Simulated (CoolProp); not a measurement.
Vapour pressure (MPa) of R142b: the reference equation beside estimates from Tc = 137.1 °C, pc = 4.055 MPa, ω = 0.232. Clausius-Clapeyron is anchored at -76.15 °C with a constant enthalpy of vaporisation of 25.95 kJ/mol.

Model: reference Helmholtz-energy equation of state, Lemmon 2006, in CoolProp. It is a short technical equation, of lower accuracy than the large ones.

```json
[
 {"T (°C)": "-84.55", "reference": "0.001067", "Clausius-Clapeyron": "0.001075", "van der Waals": "0.06236"},
 {"T (°C)": "-81.75", "reference": "0.001364", "Clausius-Clapeyron": "0.001369", "van der Waals": "0.06941"},
 {"T (°C)": "-78.95", "reference": "0.001730", "Clausius-Clapeyron": "0.001732", "van der Waals": "0.07703"},
 {"T (°C)": "-76.15", "reference": "0.002176", "Clausius-Clapeyron": "0.002176", "van der Waals": "0.08524"},
 {"T (°C)": "-73.35", "reference": "0.002717", "Clausius-Clapeyron": "0.002717", "van der Waals": "0.09407"},
 {"T (°C)": "-70.55", "reference": "0.003369", "Clausius-Clapeyron": "0.003372", "van der Waals": "0.1035"},
 {"T (°C)": "-67.75", "reference": "0.004148", "Clausius-Clapeyron": "0.004160", "van der Waals": "0.1137"},
 {"T (°C)": "-64.85", "reference": "0.005109", "Clausius-Clapeyron": "0.005140", "van der Waals": "0.1249"},
 {"T (°C)": "-62.05", "reference": "0.006209", "Clausius-Clapeyron": "0.006270", "van der Waals": "?"},
 {"T (°C)": "-59.25", "reference": "?", "Clausius-Clapeyron": "0.007609", "van der Waals": "?"},
 {"T (°C)": "-56.45", "reference": "0.009008", "Clausius-Clapeyron": "0.009188", "van der Waals": "0.1619"},
 {"T (°C)": "-53.65", "reference": "0.01076", "Clausius-Clapeyron": "0.01104", "van der Waals": "?"},
 {"T (°C)": "-50.85", "reference": "0.01278", "Clausius-Clapeyron": "0.01321", "van der Waals": "0.1905"},
 {"T (°C)": "-48.05", "reference": "0.01511", "Clausius-Clapeyron": "0.01573", "van der Waals": "0.2060"}
]
```

Question: What belongs in the gaps?

Answer: 
- -62.05, van der Waals: 0.1365
- -59.25, reference: 0.007500
- -59.25, van der Waals: 0.1488
- -53.65, van der Waals: 0.1758

Absolute difference from the reference over all 14 rows, mean and median: Clausius-Clapeyron 1.2 and 0.7 %, van der Waals 2863.6 and 2492.9 %.
